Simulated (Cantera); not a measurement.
An adiabatic, constant-volume homogeneous reactor starts with CH4 : C2H6 : O2 : N2 : CO2 = 1 : 0.13 : 6.64 : 24.9 : 1.3 (molar parts), equivalence ratio 0.37, at 1525 K and 1.10 bar. Integrator tolerance rtol = 1e-08.

Computed with Cantera and GRI-Mech 3.0 (53 species, 325 reactions).

What does this change do: pressure from 1.10 bar to 0.410 bar?


```csv
quantity,before,after
time of steepest temperature rise,0.142 ms,0.295 ms
temperature at 0.200 s,2365 K,2342 K
equilibrium temperature,2365 K,2342 K
x(CH4) at 0.200 s,<1e-12 (gas-phase equilibrium <1e-12),<1e-12 (gas-phase equilibrium <1e-12)
x(C2H6) at 0.200 s,<1e-12 (gas-phase equilibrium <1e-12),<1e-12 (gas-phase equilibrium <1e-12)
x(O2) at 0.200 s,0.115 (gas-phase equilibrium 0.115),0.116 (gas-phase equilibrium 0.116)
x(HCO) at 0.200 s,1.84e-10 (gas-phase equilibrium 1.84e-10),1.76e-10 (gas-phase equilibrium 1.75e-10)
x(H) at 0.200 s,0.000218 (gas-phase equilibrium 0.000218),0.000384 (gas-phase equilibrium 0.000382)
x(H2) at 0.200 s,0.000447 (gas-phase equilibrium 0.000447),0.000641 (gas-phase equilibrium 0.000640)
x(CH2) at 0.200 s,<1e-12 (gas-phase equilibrium <1e-12),<1e-12 (gas-phase equilibrium <1e-12)
```

What does this change do: O2 6.64 to 4 parts?


```
quantity                                                              before                                      after
---------------------------------  -----------------------------------------  -----------------------------------------
time of steepest temperature rise                                   0.142 ms                                   0.211 ms
temperature at 0.200 s                                                2365 K                                     2417 K
equilibrium temperature                                               2365 K                                     2417 K
x(CH4) at 0.200 s                      <1e-12 (gas-phase equilibrium <1e-12)      <1e-12 (gas-phase equilibrium <1e-12)
x(C2H6) at 0.200 s                     <1e-12 (gas-phase equilibrium <1e-12)      <1e-12 (gas-phase equilibrium <1e-12)
x(O2) at 0.200 s                         0.115 (gas-phase equilibrium 0.115)      0.0458 (gas-phase equilibrium 0.0458)
x(HCO) at 0.200 s                  1.84e-10 (gas-phase equilibrium 1.84e-10)  7.28e-10 (gas-phase equilibrium 7.28e-10)
x(H) at 0.200 s                    0.000218 (gas-phase equilibrium 0.000218)  0.000414 (gas-phase equilibrium 0.000414)
x(H2) at 0.200 s                   0.000447 (gas-phase equilibrium 0.000447)  0.000998 (gas-phase equilibrium 0.000998)
x(CH2) at 0.200 s                      <1e-12 (gas-phase equilibrium <1e-12)      <1e-12 (gas-phase equilibrium <1e-12)
```
